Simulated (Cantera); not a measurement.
# Ammonia decomposition in nitride growth gas

An isothermal, constant-pressure homogeneous reactor starts with NH3 : H2 = 1 : 0.45 (molar parts), at 2323 K and 1.00 bar.

Model: the gas-phase N/H chemistry of the illustrative SiF4/NH3 mechanism in the Surface Chemkin manual (1991), integrated in Cantera. Walls and surfaces, which speed up NH3 decomposition in real reactors, are not modelled.

```json
[
 {"t (s)": "0.000100", "x NH3": "0.644", "x H2": "0.340", "x N": "5.84e-6", "x N2": "0.0118", "x N2H2": "1.79e-5", "x N2H4": "6.38e-7", "x NH": "0.000100"},
 {"t (s)": "0.000528", "x NH3": "0.485", "x H2": "0.452", "x N": "6.63e-6", "x N2": "0.0593", "x N2H2": "1.18e-5", "x N2H4": "4.17e-7", "x NH": "9.57e-5"},
 {"t (s)": "0.00278", "x NH3": "0.143", "x H2": "0.693", "x N": "7.80e-6", "x N2": "0.161", "x N2H2": "2.64e-6", "x N2H4": "7.70e-8", "x NH": "6.84e-5"},
 {"t (s)": "0.0147", "x NH3": "0.000805", "x H2": "0.787", "x N": "3.78e-6", "x N2": "0.203", "x N2H2": "4.71e-9", "x N2H4": "4.37e-11", "x NH": "7.40e-6"},
 {"t (s)": "0.0775", "x NH3": "3.86e-5", "x H2": "0.787", "x N": "2.17e-7", "x N2": "0.203", "x N2H2": "1.54e-11", "x N2H4": "<1e-12", "x NH": "4.00e-7"},
 {"t (s)": "0.409", "x NH3": "7.16e-6", "x H2": "0.787", "x N": "4.02e-8", "x N2": "0.203", "x N2H2": "3.07e-12", "x N2H4": "<1e-12", "x NH": "7.42e-8"},
 {"t (s)": "2.16", "x NH3": "4.01e-6", "x H2": "0.787", "x N": "2.25e-8", "x N2": "0.203", "x N2H2": "2.77e-12", "x N2H4": "<1e-12", "x NH": "4.16e-8"},
 {"t (s)": "11.4", "x NH3": "4.00e-6", "x H2": "0.787", "x N": "2.25e-8", "x N2": "0.203", "x N2H2": "2.77e-12", "x N2H4": "<1e-12", "x NH": "4.15e-8"},
 {"t (s)": "60.0", "x NH3": "4.00e-6", "x H2": "0.787", "x N": "2.25e-8", "x N2": "0.203", "x N2H2": "2.77e-12", "x N2H4": "<1e-12", "x NH": "4.15e-8"}
]
```
x: mole fraction; the columns are a selection and need not sum to one.

Equilibrium at this temperature and pressure: NH3 4.00e-6, H2 0.787, N 2.25e-8, N2 0.203, N2H2 2.77e-12, N2H4 <1e-12, NH 4.15e-8 (gas phase only).
